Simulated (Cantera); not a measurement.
A freely propagating, adiabatic, planar premixed flame of 11.5 % CH₃OH, 15.6 % O₂, 58.9 % N₂, 13.8 % H₂O, 0.230 % CO₂, equivalence ratio 1.1, unburnt at 475 K and 10.0 bar; mixture-averaged transport, grid criteria slope 0.08 and curve 0.16, no radiation.

Cantera simulation using GRI-Mech 3.0 (53 species, 325 reactions); the numbers are that mechanism's predictions, not measurements. GRI-Mech 3.0 was tuned for natural gas; its chemistry of methanol as a main component is partial and can be far from experiment. Burning velocities carry a grid error of a few per cent, more on coarse grids.

x: mole fraction of selected species; z is measured from the peak of heat release.

| z (mm) | T (K) | u (m/s) | x CH₃OH | x O₂ | x H₂O | x HCN | x OH | x O |
|---|---|---|---|---|---|---|---|---|
| -0.210 | 475 | 0.326 | 0.115 | 0.156 | 0.138 | <1e-8 | <1e-8 | <1e-8 |
| -0.140 | 479 | 0.330 | 0.114 | 0.155 | 0.138 | <1e-8 | <1e-8 | <1e-8 |
| -0.105 | 495 | 0.342 | 0.113 | 0.153 | 0.141 | <1e-8 | <1e-8 | <1e-8 |
| -0.0700 | ? | 0.406 | 0.108 | 0.145 | 0.154 | <1e-8 | <1e-8 | <1e-8 |
| -0.0350 | ? | 0.682 | 0.0777 | 0.111 | 0.203 | 1.13e-8 | 1.49e-8 | <1e-8 |
| -0.0175 | ? | 0.952 | 0.0414 | 0.0775 | 0.247 | 2.40e-8 | 8.16e-6 | 4.57e-7 |
| 0 | ? | 1.26 | 0.00339 | 0.0384 | 0.294 | 4.46e-8 | 0.000617 | 0.000115 |
| 0.0175 | 1867 | 1.40 | 4.75e-6 | 0.0169 | 0.314 | 4.70e-8 | 0.00293 | 0.000431 |
| 0.0350 | 1958 | 1.45 | 4.99e-8 | 0.00843 | 0.320 | 2.87e-8 | 0.00358 | 0.000382 |
| 0.0700 | 2033 | 1.50 | <1e-8 | 0.00333 | 0.324 | 1.03e-8 | 0.00296 | 0.000197 |
| 0.140 | 2076 | 1.53 | <1e-8 | 0.00111 | 0.327 | <1e-8 | 0.00185 | 6.76e-5 |
| 0.280 | 2096 | 1.54 | <1e-8 | 0.000310 | 0.329 | <1e-8 | 0.00101 | 1.90e-5 |
| 0.560 | 2104 | 1.55 | <1e-8 | 7.91e-5 | 0.330 | <1e-8 | 0.000543 | 5.35e-6 |

### Question
Complete the blanks.

### Answer

- -0.0700, T (K): 581
- -0.0350, T (K): 948
- -0.0175, T (K): 1292
- 0, T (K): 1672
